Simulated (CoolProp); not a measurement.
Vapour-liquid equilibrium of n-hexane (1) + toluene (2) at 0.119 bar; x and y are mole fractions of (1).

Values from CoolProp's multi-fluid Helmholtz-energy mixture model, Thol 2019 and Lemmon 2006; pair parameters Bell 2016.

Question: Give the bubble temperature and the first vapour's composition at x = 0.05, 0.35, 0.85. Is there an azeotrope?

Answer: x = 0.05: 316.3 K, y = 0.271; x = 0.35: 299.3 K, y = 0.762; x = 0.85: 288.9 K, y = 0.957. No azeotrope shows between x = 0.05 and 0.95.

Pair parameters are fitted to limited data, so mixtures are less certain than the pure fluids.
